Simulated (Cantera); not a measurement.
Charge: 1 mol Ni, 0.045 mol H2S, 1.3 mol H2, held at 898.15 K and 11.0 bar.

These are equilibrium values from Cantera (NASA tables, ideal gas, pure condensed phases), not measurements of a reactor. Candidate condensed phases: Ni, NiS, NiS2, Ni3S2, Ni3S4, S; 9 gas species. The numbers say what is thermodynamically allowed, not how fast it happens.

Problem. What is the equilibrium state?

Solution. 
```
Quantity                                 Value
----------------------------------  ----------
x(H2)                                    0.998
x(H2S)                                 0.00170
n(Ni(s))                             0.936 mol
n(Ni3S2(s))                         0.0214 mol
gas amount                           1.345 mol
log10 activity of NiS(s) (absent)        -1.10
log10 activity of NiS2(s) (absent)       -5.26
log10 activity of S(l) (absent)          -5.49
```
